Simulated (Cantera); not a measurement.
## Pyrogenic steam for wet oxidation

An isothermal, constant-pressure homogeneous reactor starts with H2 : O2 : N2 = 1.2 : 1 : 2.7 (molar parts), equivalence ratio 0.60, at 1100 K and 0.380 bar.

Model: GRI-Mech 3.0 (53 species, 325 reactions), integrated in Cantera. The temperature is held fixed by assumption; the heat of reaction is taken as removed at once.

```csv
t (s),x H2,x O2,x HO2,x NO2,x H2O2
2.00e-6,0.245,0.204,3.37e-10,<1e-12,<1e-12
1.03e-5,0.245,0.204,1.88e-9,<1e-12,2.04e-12
5.28e-5,0.245,0.204,5.71e-8,<1e-12,1.45e-10
0.000271,0.0157,0.0993,6.71e-5,8.49e-10,1.02e-5
0.00139,0.000762,0.0933,2.03e-5,7.17e-8,2.98e-6
0.00717,6.06e-5,0.0930,2.55e-6,2.32e-7,4.02e-7
0.0368,1.10e-6,0.0930,9.42e-8,1.53e-7,5.60e-8
0.189,3.05e-8,0.0930,9.78e-9,3.66e-8,9.43e-9
0.973,5.35e-9,0.0930,2.91e-9,1.67e-8,1.88e-9
5.00,2.09e-9,0.0930,2.71e-9,2.77e-8,5.64e-10
```
x: mole fraction; the columns are a selection and need not sum to one.

Equilibrium at this temperature and pressure: H2 1.97e-9, O2 0.0930, HO2 2.84e-9, NO2 5.93e-7, H2O2 4.74e-10 (gas phase only).
